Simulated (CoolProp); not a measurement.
The numbers come from the reference Helmholtz-energy equation of state, Lemmon 2006 in CoolProp. It is a short technical equation, of lower accuracy than the large ones.

### Question
Give the vapour pressure (MPa), liquid density (kg/m³), liquid cp (kJ/(kg K)), vapour Z of saturated carbonyl sulfide at 202.3, 242.8, 256.3 K.

### Answer
| T (K) | p (MPa) | liquid density (kg/m³) | liquid cp (kJ/(kg K)) | vapour Z |
|---|---|---|---|---|
| 202.3 | 0.0348 | 1220 | 1.17 | 0.987 |
| 242.8 | 0.234 | 1130 | 1.21 | 0.949 |
| 256.3 | 0.380 | 1100 | 1.23 | 0.929 |
